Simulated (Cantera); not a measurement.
Feed: 1 mol SiF4, 0.016 mol C2H2, 4.9 mol H2, equilibrated at 1248.15 K and 1.50 mbar.

Equilibrium computed with Cantera from the NASA thermochemical tables; the gas is ideal and each condensed phase is pure. Candidate condensed phases: C, C6H6, C7H8, C8H18, Si, SiC; 113 gas species. The tables' values for SiF3, SiF2 are old estimates; treat these amounts as uncertain. Equilibrium is a limit: real reactors are often held back by kinetics, nucleation or transport.

Base state: H2 0.825, SiF4 0.164, HF 0.00630, SiF3 0.00343, SiHF3 0.00119, SiF2 6.94e-5, CH4 1.14e-5, H 1.10e-5 (mole fractions); condensed: C(graphite) + SiC(s).

**Question.** What changes in the equilibrium state with this change: SiF4 replaced by SiH4?

**Answer.** 
```
species            before    after
----------------  -------  -------
H2                  0.825    1.000
H                 1.10e-5  1.21e-5
CH4               1.14e-5  3.73e-8
SiF4                0.164        0
HF                0.00630        0
SiF3              0.00343        0
SiHF3             0.00119        0
SiF2              6.94e-5        0
C(graphite), mol   0.0297        0
SiC(s), mol       0.00227   0.0320
Si(s), mol              0    0.968
```
Mutual solubility and eutectic melting of coexisting phases are not modelled.
